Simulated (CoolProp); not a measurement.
Vapour-liquid equilibrium of cyclohexane (1) + benzene (2) at 26.85 °C; x and y are mole fractions of (1).

Computed with CoolProp (multi-fluid Helmholtz-energy mixture model, Zhou 2014 and Thol 2012; pair parameters Bell 2016).

```
x      bubble pressure (bar)  y at the bubble point  dew pressure at overall composition x (bar)  liquid density (mol/L)
-----  ---------------------  ---------------------  -------------------------------------------  ----------------------
0.05                  0.1430                  0.080                                       0.1412                   11.03
0.125                 0.1484                  0.177                                       0.1456                   10.85
0.2                   0.1523                  0.256                                       0.1496                   10.68
0.275                 0.1550                  0.324                                       0.1532                   10.51
0.35                  0.1568                  0.385                                       0.1559                   10.35
0.425                 0.1578                  0.442                                       0.1576                   10.20
0.5                   0.1581                  0.499                                       0.1581                   10.05
0.575                 0.1578                  0.557                                       0.1575                   9.905
0.65                  0.1567                  0.617                                       0.1559                   9.766
0.725                 0.1550                  0.682                                       0.1535                   9.631
0.8                   0.1525                  0.754                                       0.1506                   9.501
0.875                 0.1491                  0.835                                       0.1473                   9.376
0.95                  0.1448                  0.929                                       0.1438                   9.254
```

y crosses x between x = 0.425 and 0.5: the model has an azeotrope there.

The pair parameters rest on a limited set of measurements; away from them the model extrapolates.
